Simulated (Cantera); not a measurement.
An isothermal plug-flow reactor at 875 K and 4.93 atm (inlet), inlet velocity 0.24 m/s, active area per volume 3300 1/m; feed CH4 : O2 : N2 = 0.0048 : 0.098 : 0.79 (molar parts), equivalence ratio 0.098.

Cantera simulation using Deutschmann's 1995 Pt surface mechanism with GRI-Mech 3.0 gas chemistry; the numbers are that mechanism's predictions, not measurements. Catalytic surfaces can have several steady states; this one follows from the mechanism file's or the stated starting coverage. Mass transfer to the wall is taken as infinitely fast.

x: gas mole fraction; θ: surface coverage.

| z (m) | x CH4 | x O2 | x H2O | x CO2 | x CO | θ free Pt | θ O* | θ OH* |
|---|---|---|---|---|---|---|---|---|
| 0.0001 | 0.00536 | 0.110 | 2.93e-5 | 1.41e-5 | 5.78e-7 | 0.0434 | 0.956 | 0.000200 |
| 0.0002 | 0.00535 | 0.110 | ? | ? | ? | 0.0434 | 0.956 | ? |
| 0.00038 | 0.00532 | 0.110 | ? | ? | 9.61e-7 | 0.0434 | 0.956 | ? |
| 0.00074 | 0.00527 | 0.110 | 0.000214 | 0.000106 | 9.89e-7 | 0.0433 | 0.956 | 0.000500 |
| 0.0014 | 0.00518 | 0.109 | 0.000402 | 0.000200 | 9.73e-7 | 0.0433 | 0.956 | 0.000680 |
| 0.0028 | 0.00498 | 0.109 | 0.000789 | 0.000393 | 9.37e-7 | 0.0433 | 0.956 | 0.000949 |
| 0.0053 | 0.00465 | 0.108 | 0.00144 | 0.000721 | 8.76e-7 | 0.0434 | 0.955 | 0.00128 |
| 0.01 | 0.00409 | 0.107 | 0.00257 | 0.00128 | 7.71e-7 | 0.0435 | 0.955 | 0.00171 |

Question: What belongs in the gaps?

Answer: 
- 0.0002, x H2O: 5.84e-5
- 0.0002, x CO2: 2.84e-5
- 0.0002, x CO: 8.22e-7
- 0.0002, θ OH*: 0.000271
- 0.00038, x H2O: 0.000111
- 0.00038, x CO2: 5.44e-5
- 0.00038, θ OH*: 0.000364
